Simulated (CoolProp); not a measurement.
Vapour-liquid equilibrium of propane (1) + isopentane (2) at 55.95 °C; x and y are mole fractions of (1).

Values from CoolProp's multi-fluid Helmholtz-energy mixture model, Lemmon 2009 and Lemmon 2006; pair parameters Kunz 2012.

```
x     bubble pressure (MPa)  y at the bubble point  dew pressure at overall composition x (MPa)  liquid density (mol/L)
----  ---------------------  ---------------------  -------------------------------------------  ----------------------
0.05                 0.3317                  0.279                                   (withheld)              (withheld)
0.15                 0.4985                  0.544                                       0.2847                   8.309
0.25                 0.6583                  0.677                                       0.3200              (withheld)
0.35                 0.8154                  0.759                                   (withheld)                   8.724
0.45                 0.9728                  0.817                                       0.4236                   8.960
0.55                  1.133                  0.862                                       0.5037                   9.202
0.65                  1.297                  0.898                                       0.6186                   9.439
0.75                  1.467                  0.929                                       0.7946                   9.653
0.85             (withheld)                  0.958                                        1.086                   9.820
0.95                  1.840             (withheld)                                        1.594                   9.906
```

Question: Some entries are withheld; supply them.

Answer: 
- 0.05, dew pressure at overall composition x (MPa): 0.2562
- 0.05, liquid density (mol/L): 8.140
- 0.25, liquid density (mol/L): 8.505
- 0.35, dew pressure at overall composition x (MPa): 0.3648
- 0.85, bubble pressure (MPa): 1.646
- 0.95, y at the bubble point: 0.986

No azeotrope shows between x = 0.05 and 0.95.

Pair parameters are fitted to limited data, so mixtures are less certain than the pure fluids. The gap from Raoult's law changes sign with composition, which may be real or a fault of the pair parameters; it wasn't checked against measurements.
